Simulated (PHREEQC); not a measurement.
0.043 g of hydrous ferric oxide (600 m²/g; 0.2 weak and 0.005 strong sites per Fe, Dzombak-Morel constants, diffuse double layer) in 1 kg of water with 0.3 mol/kgw of an inert sodium salt and 6.5e-05 mol/kgw SrCl2, 4.4e-07 mol/kgw Ag2SO4 and 1.4e-06 mol/kgw MgCl2, at 25 °C; the pH is set by adding NaOH or the inert anion's acid. Oxygen is held at 0.21 atm. CO2 from the air is kept out. No solid was allowed to form.

The series has 13 steps of pH, from 4 to 10.

The numbers come from PHREEQC with the ion-association model, wateq4f.dat.

**Question.** Near which pH is half of the Ag sorbed, and on which side is more sorbed?

**Answer.** Near pH 8.0, with more sorbed at higher pH.

**Question.** Near which pH is half of the Mg sorbed, and on which side is more sorbed?

**Answer.** Near pH 8.8, with more sorbed at higher pH.

Complexes and solids missing from the database can't appear.
